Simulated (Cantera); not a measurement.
A perfectly stirred reactor is fed with 2.78 % C₂H₆, 97.2 % H₂, at 1.01 bar; it is held at 1675 K, and followed from long to short residence time.

Detailed kinetics in Cantera: GRI-Mech 3.0 (53 species, 325 reactions). GRI-Mech 3.0 stops at C3 and has no aromatics, soot or wall deposition, so with more carbon than oxygen in the feed, carbon stays in small species such as C2H2 where larger ones or solid carbon would form.

x: mole fraction; the columns are a selection and need not sum to one.

| τ (s) | x C₂H₆ | x H₂ | x H | x C₂H₂ | x CH₄ |
|---|---|---|---|---|---|
| 0.87 | 4.12e-6 | 0.963 | 0.000117 | 0.0155 | 0.0209 |
| 0.37 | 6.30e-6 | 0.962 | 0.000120 | 0.0149 | 0.0221 |
| 0.16 | 1.09e-5 | 0.961 | 0.000127 | 0.0143 | 0.0234 |
| 0.066 | 2.13e-5 | 0.961 | … | 0.0139 | 0.0241 |
| 0.028 | 4.17e-5 | 0.961 | … | 0.0139 | 0.0238 |
| 0.012 | 8.04e-5 | 0.961 | … | 0.0140 | 0.0229 |
| 0.0050 | 0.000156 | 0.962 | … | 0.0139 | 0.0220 |
| 0.0021 | 0.000297 | 0.962 | … | 0.0132 | 0.0216 |
| 0.00090 | 0.000560 | 0.962 | … | 0.0118 | 0.0217 |

Q: What belongs in the gaps?

A: 
- 0.066, x H: 0.000142
- 0.028, x H: 0.000169
- 0.012, x H: 0.000213
- 0.0050, x H: 0.000278
- 0.0021, x H: 0.000361
- 0.00090, x H: 0.000460
